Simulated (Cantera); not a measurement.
An isothermal, constant-pressure homogeneous reactor starts with 1.03 % CH4, 5.60 % O2, 93.4 % N2, at 925 K and 15.0 bar.

Detailed kinetics in Cantera: GRI-Mech 3.0 (53 species, 325 reactions). The pressure lies above the range GRI-Mech 3.0 was tuned for (to about 10 atm). Below about 1000 K GRI-Mech 3.0 lacks low-temperature oxidation paths. The temperature is held fixed by assumption; the heat of reaction is taken as removed at once.

Problem. Predict: x(CH4) at 8.00 s; x(O2) at 8.00 s; x(CO2) at 8.00 s; x(N2O) at 8.00 s.

Solution. 
```json
{
  "x(CH4) at 8.00 s": "7.96e-6 (gas-phase equilibrium <1e-12)",
  "x(O2) at 8.00 s": "0.0364 (gas-phase equilibrium 0.0355)",
  "x(CO2) at 8.00 s": "0.00847 (gas-phase equilibrium 0.0103)",
  "x(N2O) at 8.00 s": "3.41e-8 (gas-phase equilibrium 2.17e-9)"
}
```
